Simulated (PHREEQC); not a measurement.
A solution holds 0.0011 mol FeSO4, 0.25 mol AlCl3 and 0.00072 mol Na2SO4 per kg of water, at 40 °C. It is in equilibrium with CO2 at log p = -3.4 (atm). Otherwise closed; pH follows from the charge balance.

Equilibrium calculation in PHREEQC: ion-association model, phreeqc.dat.

Precipitation was switched off in this run.

**Question.** Order these S species by the share of S that they hold, largest first: HSO4-, AlSO4+, Al(SO4)2-, SO4-2.

**Answer.** AlSO4+ (91 %), SO4-2 (8.2 %), HSO4- (0.20 %), Al(SO4)2- (0.11 %)

The pH is 2.89 and the ionic strength 1.49 mol/kgw. The ionic strength is past about 0.7 mol/kgw, beyond the range of this activity model, so the values are rough. Away from 25 °C the constants follow the database's enthalpies or fits; those with neither stay at their 25 °C values.
